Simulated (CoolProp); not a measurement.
Properties of CH3F (R41) along the isobar 0.128 MPa (Tc = 317.3 K, pc = 5.906 MPa, ω = 0.200).

The numbers come from the reference Helmholtz-energy equation of state, Lemmon 2006 in CoolProp. It is a short technical equation, of lower accuracy than the large ones.

```
T (K)   phase         Z  cv (kJ/(kg K))  speed of sound (m/s)  fugacity coefficient
-----  ------  --------  --------------  --------------------  --------------------
150.5  liquid  0.003596           1.413                  1320               0.03002
170.1  liquid  0.003309           1.343                  1217                0.1601
189.6  liquid  0.003098           1.289                  1111                0.5699
209.2     gas    0.9605          0.8627                 253.3                0.9621
228.7     gas    0.9727          0.8261                 266.5                0.9734
248.2     gas    0.9800          0.8205                 278.3                0.9803
267.8     gas    0.9847          0.8311                 289.0                0.9849
287.3     gas    0.9880          0.8516                 298.9                0.9881
306.9     gas    0.9904          0.8789                 308.1                0.9905
326.4     gas    0.9922          0.9109                 316.7                0.9922
345.9     gas    0.9936          0.9463                 325.0                0.9936
365.5     gas    0.9946          0.9844                 332.9                0.9947
385       gas    0.9955           1.024                 340.5                0.9955
404.6     gas    0.9962           1.065                 347.9                0.9962
```
